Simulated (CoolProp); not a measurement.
The numbers come from the reference Helmholtz-energy equation of state, Schroeder 2014 in CoolProp.

**Question.** For ethanol, give the phase and the cp (kJ/(kg K)), speed of sound (m/s), isothermal compressibility (1/MPa), conductivity (mW/(m K)) at 399.4 K and 1.82 MPa; 446.8 K and 1.82 MPa.

**Answer.** 
- 399.4 K and 1.82 MPa: liquid; cp 3.49, speed of sound 808, isothermal compressibility 0.00282, conductivity 148
- 446.8 K and 1.82 MPa: liquid; cp 4.15, speed of sound 585, isothermal compressibility 0.00667, conductivity 139

Thermal conductivity comes from a separate model (Assael 2013).
